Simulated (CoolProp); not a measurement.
Computed with CoolProp (reference Helmholtz-energy equation of state, Lemmon 2006). It is a short technical equation, of lower accuracy than the large ones.

Task: Give the vapour pressure (MPa), liquid density (kg/m³), vapour density (kg/m³), enthalpy of vaporisation (kJ/kg) of saturated acetone at 453 K.

Result: 
```csv
T (K),p (MPa),liquid density (kg/m³),vapour density (kg/m³),enthalpy of vaporisation (kJ/kg)
453,1.98,563,45.4,312
```
